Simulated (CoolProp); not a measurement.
A simple Rankine cycle with R1336mzz(Z): condensing at 305.15 K, boiler at 0.956 MPa, turbine inlet 499 K, turbine efficiency 0.65, pump efficiency 0.8, no recuperator. Each further row changes one setting.

Values from CoolProp's reference Helmholtz-energy equation of state, McLinden 2020.

```json
[
 {"case": "as stated", "thermal efficiency (%)": "9.5", "net work (kJ/kg)": "33.5", "heat in (kJ/kg)": "354", "turbine exit temperature (K)": "461.5", "volume ratio over the turbine": "9.89"},
 {"case": "condensing temperature 297.15 K", "thermal efficiency (%)": "10.4", "net work (kJ/kg)": "37.9", "heat in (kJ/kg)": "364", "turbine exit temperature (K)": "457.2", "volume ratio over the turbine": "13.3"},
 {"case": "boiler pressure 0.669 MPa", "thermal efficiency (%)": "8.1", "net work (kJ/kg)": "29.0", "heat in (kJ/kg)": "357", "turbine exit temperature (K)": "468.1", "volume ratio over the turbine": "6.84"},
 {"case": "turbine efficiency 0.55", "thermal efficiency (%)": "8.0", "net work (kJ/kg)": "28.3", "heat in (kJ/kg)": "354", "turbine exit temperature (K)": "466.3", "volume ratio over the turbine": "10.0"}
]
```
